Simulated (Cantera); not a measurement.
Cantera run, input and output.

```python
import numpy as np
import cantera as ct

gas = ct.Solution("gri30.yaml")
gas.TPX = 1498, 500000, {'CH4': 1, 'H2O': 2.9}
inlet = ct.Reservoir(gas, clone=True)

reactor = ct.IdealGasConstPressureReactor(gas, energy="off", clone=False)
exhaust = ct.Reservoir(gas, clone=True)
tau = [0.91, 0.37, 0.15, 0.061, 0.025, 0.01, 0.0041, 0.0017][0]
for a, b in ((inlet, reactor), (reactor, exhaust)):
    ct.MassFlowController(a, b, mdot=lambda t: reactor.mass / tau)
net = ct.ReactorNet([reactor])
show = ['CH4', 'H2O', 'C2H6', 'CO2', 'O']

rows = []
print(f"{'tau/s':>10s}{'T/K':>9s}" + "".join(f"{s:>11s}" for s in show))
for tau in [0.91, 0.37, 0.15, 0.061, 0.025, 0.01, 0.0041, 0.0017]:
    net.initial_time = 0.0
    net.advance(30 * tau)
    before = gas.X
    net.advance(40 * tau)
    drift = np.max(np.abs(gas.X - before) / (gas.X + 1e-9))
    rows.append([gas.T, *gas[show].X, drift])
    print(f"{tau:10.3e}{gas.T:9.1f}" + "".join(f"{x:11.3e}" for x in gas[show].X))
```

Output:

```
     tau/s      T/K        CH4        H2O       C2H6        CO2          O
 9.100e-01   1498.0  1.140e-01  6.005e-01  1.315e-04  1.422e-02  1.687e-12
 3.700e-01   1498.0  1.324e-01  6.435e-01  1.634e-04  6.769e-03  1.796e-12
 1.500e-01   1498.0  1.629e-01  6.796e-01  2.480e-04  2.200e-03  2.191e-12
 6.100e-02   1498.0  1.963e-01  7.068e-01  4.114e-04  4.945e-04  3.035e-12
 2.500e-02   1498.0  2.229e-01  7.252e-01  6.222e-04  8.414e-05  4.249e-12
 1.000e-02   1498.0  2.404e-01  7.362e-01  7.908e-04  1.100e-05  5.367e-12
 4.100e-03   1498.0  2.496e-01  7.412e-01  7.847e-04  1.218e-06  5.537e-12
 1.700e-03   1498.0  2.537e-01  7.430e-01  5.873e-04  9.315e-08  4.623e-12
```

Computed with Cantera and GRI-Mech 3.0 (53 species, 325 reactions).
